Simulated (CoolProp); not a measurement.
A closed Brayton cycle with carbon dioxide: compressor inlet 322.15 K and 7.7 MPa, high pressure 22.6 MPa, turbine inlet 875 K, compressor efficiency 0.85, turbine efficiency 0.85, recuperator effectiveness 0.95 (on enthalpy, no pinch check). Each further row changes one setting.

Model: reference Helmholtz-energy equation of state, Span 1996, in CoolProp.

| case | thermal efficiency (%) | net work (kJ/kg) | compressor to turbine work | compressor exit (K) | turbine exit (K) |
|---|---|---|---|---|---|
| as stated | 35.6 | 84.3 | 0.40 | 414.1 | 749.5 |
| turbine inlet 825 K | 33.5 | 75.3 | 0.43 | 414.1 | 703.9 |
| compressor inlet 332.15 K | 34.2 | 77.6 | 0.45 | 430.1 | 749.5 |
| high pressure 19.2 MPa | 35.3 | 74.7 | 0.38 | 399.7 | 767.9 |
| recuperator effectiveness 0.5 | 20.6 | 84.3 | 0.40 | 414.1 | 749.5 |
